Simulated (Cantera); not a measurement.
# Equilibrium for halide evaporation, hydrolysis and transport: FeCl2 + H2

Charge: 1 mol FeCl2, a varied amount of H2, held at 1800 K and 0.370 Pa.

These are equilibrium values from Cantera (NASA tables, ideal gas, pure condensed phases), not measurements of a reactor. Candidate condensed phases: Fe, FeCl2, FeCl3; 11 gas species. Rates play no part.

| n(H2) (mol) | x H2 | x H | x HCl | x Fe | x Cl | x FeCl2 | x FeCl | x Cl2 |
|---|---|---|---|---|---|---|---|---|
| 14 | 0.676 | 0.153 | 0.0973 | 0.0571 | 0.0169 | 0.000115 | 7.59e-6 | 1.05e-8 |
| 28 | 0.748 | 0.161 | 0.0524 | 0.0305 | 0.00863 | 1.61e-5 | 2.07e-6 | 2.76e-9 |
| 42 | 0.774 | 0.164 | 0.0358 | 0.0208 | 0.00580 | 4.96e-6 | 9.50e-7 | 1.25e-9 |
| 56 | 0.787 | 0.165 | 0.0272 | 0.0158 | 0.00437 | 2.14e-6 | 5.43e-7 | 7.06e-10 |
| 70 | 0.796 | 0.166 | 0.0219 | 0.0127 | 0.00350 | 1.11e-6 | 3.51e-7 | 4.54e-10 |
| 84 | 0.801 | 0.167 | 0.0184 | 0.0106 | 0.00292 | 6.45e-7 | 2.45e-7 | 3.17e-10 |
| 98 | 0.805 | 0.167 | 0.0158 | 0.00915 | 0.00251 | 4.09e-7 | 1.81e-7 | 2.33e-10 |
| 110 | 0.808 | 0.167 | 0.0141 | 0.00817 | 0.00224 | 2.90e-7 | 1.44e-7 | 1.85e-10 |
| 130 | 0.812 | 0.168 | 0.0120 | 0.00693 | 0.00189 | 1.77e-7 | 1.03e-7 | 1.33e-10 |
x: gas mole fraction; nothing condenses.

From 14 mol H2 to 130 mol H2 nothing is condensed. The main Fe-bearing gas is Fe throughout.
